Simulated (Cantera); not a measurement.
Feed: 1 mol FeS, 3.6 mol SO2, 2.5 mol H2O, at 0.0540 bar.

Method: chemical equilibrium by Gibbs-energy minimisation in Cantera with the NASA 1993 tables (ideal gas, pure condensed phases). Candidate condensed phases: Fe, FeO, Fe(OH)2, Fe(OH)3, FeS, FeSO4, FeS2, Fe2O3, Fe2(SO4)3, Fe3O4, H2O, H2SO4, S; 22 gas species. Mutual solubility and eutectic melting of coexisting phases are not modelled. The tables' stoichiometric FeO is somewhat more stable than real wüstite, so its field is too wide. FeO, FeS: taken at fixed stoichiometry. Gases not in the tables: S3 to S7. Kinetics and transport are ignored.

x: gas mole fraction; n: condensed amount in mol.

```
T (°C)  x SO2  x H2O     x S2      x H2      x SO    x H2S  x SH  n FeS2(s)  n Fe3O4(s)  n FeS(s)  n FeO(s)  n FeO(l)
------  -----  -----  -------  --------  --------  -------  ----  ---------  ----------  --------  --------  --------
500     0.571  0.424  0.00248   7.57e-5   3.14e-7  0.00280     …      0.604       0.132         0         0         0
600     0.576  0.402   0.0143  0.000357   4.27e-6  0.00646     …          0      0.0487     0.854         0         0
700     0.566  0.400   0.0244   0.00105   2.71e-5  0.00698     …          0      0.0758     0.773         0         0
800     0.553  0.397   0.0379   0.00254  0.000121  0.00747     …          0       0.112     0.665         0         0
900     0.538  0.392   0.0542   0.00532  0.000418  0.00790     …          0       0.156     0.532         0         0
1000    0.521  0.385   0.0726   0.00990   0.00118  0.00822     …          0       0.207     0.378         0         0
1100    0.497  0.367    0.104    0.0169   0.00290  0.00901     …          0           0         0     1.000         0
1200    0.498  0.359    0.101    0.0249   0.00594  0.00764     …          0           0         0     1.000         0
1300    0.497  0.349   0.0978    0.0344    0.0110  0.00648     …          0           0         0     1.000         0
1400    0.496  0.336   0.0928    0.0452    0.0189  0.00548     …          0           0         0         0     1.000
1500    0.493  0.322   0.0863    0.0567    0.0303  0.00460     …          0           0         0         0     1.000
1600    0.487  0.307   0.0783    0.0685    0.0456  0.00381     …          0           0         0         0     0.999
1700    0.479  0.292   0.0686    0.0799    0.0648  0.00309     …          0           0         0         0     0.995
```

Problem. What belongs in the gaps?

Solution. 
- 500, x SH: 2.54e-8
- 600, x SH: 5.01e-7
- 700, x SH: 3.23e-6
- 800, x SH: 1.48e-5
- 900, x SH: 5.22e-5
- 1000, x SH: 0.000150
- 1100, x SH: 0.000391
- 1200, x SH: 0.000729
- 1300, x SH: 0.00124
- 1400, x SH: 0.00194
- 1500, x SH: 0.00283
- 1600, x SH: 0.00387
- 1700, x SH: 0.00498
